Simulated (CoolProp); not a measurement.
CH3F (R41) along the isobar 676 kPa: density (kg/m³) from the reference equation and from simpler models built on Tc = 44.1 °C, pc = 5906 kPa, ω = 0.200; each cubic takes its own stable root.

The numbers come from the reference Helmholtz-energy equation of state, Lemmon 2006 in CoolProp. It is a short technical equation, of lower accuracy than the large ones.

```tsv
T (°C)	phase	reference
29.55	gas	9.666
43.15	gas	9.176
56.75	gas	8.740
70.35	gas	8.349
83.95	gas	7.995
97.45	gas	7.675
111.05	gas	7.379
124.65	gas	7.107
138.25	gas	6.856
151.85	gas	6.622
```

Problem. How far does each simpler model (van der Waals, Redlich-Kwong, Soave-Redlich-Kwong) lie from the reference over these 10 states: mean and median of the absolute difference, and the worst?

Solution. 
- van der Waals: mean 0.6 %, median 0.4 %, worst -1.6 % at 29.55 °C and 676 kPa
- Redlich-Kwong: mean 0.3 %, median 0.3 %, worst -0.9 % at 29.55 °C and 676 kPa
- Soave-Redlich-Kwong: mean 0.5 %, median 0.4 %, worst -0.8 % at 29.55 °C and 676 kPa
